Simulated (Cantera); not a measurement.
Input: 1 mol B, 0.16 mol H2O, 130 mol H2, held at 78.0 Pa.

These are equilibrium values from Cantera (NASA tables, ideal gas, pure condensed phases), not measurements of a reactor. Candidate condensed phases: B, B2O3, B3O3H3, H2O; 23 gas species. Mutual solubility and eutectic melting of coexisting phases are not modelled. The tables' values for BH2 are old estimates; treat these amounts as uncertain. The numbers say what is thermodynamically allowed, not how fast it happens.

x: gas mole fraction; n: condensed amount in mol.

```json
[
 {"T (K)": "950", "x H2": "1.000", "x H": "1.99e-8", "x HBO": "8.66e-6", "x BO": "[?]", "x BH2": "1.15e-9", "x B": "<1e-12", "n B(s)": "0.872", "n B2O3(l)": "0.0322"},
 {"T (K)": "1050", "x H2": "1.000", "x H": "2.90e-7", "x HBO": "0.000108", "x BO": "[?]", "x BH2": "1.23e-8", "x B": "<1e-12", "n B(s)": "0.866", "n B2O3(l)": "0.0254"},
 {"T (K)": "1150", "x H2": "0.999", "x H": "2.67e-6", "x HBO": "0.000772", "x BO": "[?]", "x BH2": "8.58e-8", "x B": "<1e-12", "n B(s)": "0.841", "n B2O3(l)": "0"},
 {"T (K)": "1250", "x H2": "0.999", "x H": "1.73e-5", "x HBO": "0.00116", "x BO": "[?]", "x BH2": "4.39e-7", "x B": "<1e-12", "n B(s)": "0.841", "n B2O3(l)": "0"},
 {"T (K)": "1350", "x H2": "0.999", "x H": "8.53e-5", "x HBO": "0.00119", "x BO": "[?]", "x BH2": "1.75e-6", "x B": "1.72e-11", "n B(s)": "0.840", "n B2O3(l)": "0"},
 {"T (K)": "1450", "x H2": "0.998", "x H": "0.000338", "x HBO": "0.00119", "x BO": "[?]", "x BH2": "5.78e-6", "x B": "5.31e-10", "n B(s)": "0.839", "n B2O3(l)": "0"},
 {"T (K)": "1550", "x H2": "0.998", "x H": "0.00113", "x HBO": "0.00118", "x BO": "[?]", "x BH2": "1.63e-5", "x B": "1.05e-8", "n B(s)": "0.838", "n B2O3(l)": "0"},
 {"T (K)": "1650", "x H2": "0.995", "x H": "0.00325", "x HBO": "0.00113", "x BO": "[?]", "x BH2": "4.02e-5", "x B": "1.44e-7", "n B(s)": "0.835", "n B2O3(l)": "0"},
 {"T (K)": "1750", "x H2": "0.990", "x H": "0.00829", "x HBO": "0.00105", "x BO": "[?]", "x BH2": "8.93e-5", "x B": "1.46e-6", "n B(s)": "0.828", "n B2O3(l)": "0"},
 {"T (K)": "1850", "x H2": "0.980", "x H": "0.0191", "x HBO": "0.000909", "x BO": "[?]", "x BH2": "0.000180", "x B": "1.15e-5", "n B(s)": "0.814", "n B2O3(l)": "0"},
 {"T (K)": "1950", "x H2": "0.958", "x H": "0.0402", "x HBO": "0.000729", "x BO": "[?]", "x BH2": "0.000334", "x B": "7.28e-5", "n B(s)": "0.784", "n B2O3(l)": "0"},
 {"T (K)": "2050", "x H2": "0.920", "x H": "0.0779", "x HBO": "0.000537", "x BO": "[?]", "x BH2": "0.000570", "x B": "0.000385", "n B(s)": "0.706", "n B2O3(l)": "0"}
]
```

Some entries are withheld; supply them.


- 950, x BO: 1.40e-11
- 1050, x BO: 1.94e-9
- 1150, x BO: 1.00e-7
- 1250, x BO: 7.99e-7
- 1350, x BO: 3.35e-6
- 1450, x BO: 1.13e-5
- 1550, x BO: 3.23e-5
- 1650, x BO: 7.87e-5
- 1750, x BO: 0.000165
- 1850, x BO: 0.000299
- 1950, x BO: 0.000465
- 2050, x BO: 0.000630
